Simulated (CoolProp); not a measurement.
Vapour-liquid equilibrium of R125 (1) + propane (2) at 128 kPa; x and y are mole fractions of (1).

The numbers come from the multi-fluid Helmholtz-energy mixture model, Lemmon 2005 and Lemmon 2009; pair parameters Bell 2016 in CoolProp.

```
x     bubble temperature, mixture model (K)  bubble temperature, Raoult's law (K)  y, mixture model  y, Raoult's law
----  -------------------------------------  ------------------------------------  ----------------  ---------------
0.05                                  230.7                                 236.1             0.248            0.066
0.2                                   224.3                                 234.9             0.488            0.251
0.35                                  223.0                                 233.8             0.543            0.418
0.5                                   222.8                                 232.9             0.562            0.572
0.65                                  222.8                                 231.9             0.581            0.712
0.8                                   223.5                                 231.0             0.638            0.842
0.95                                  227.1                                 230.2             0.838            0.962
```

The largest gap from Raoult's law is -10.8 K in bubble temperature, at x = 0.35. y crosses x between x = 0.5 and 0.65: the model has an azeotrope there.

The pair parameters rest on a limited set of measurements; away from them the model extrapolates. With so large a gap from Raoult's law the liquid may split in two, which this calculation doesn't test in full.
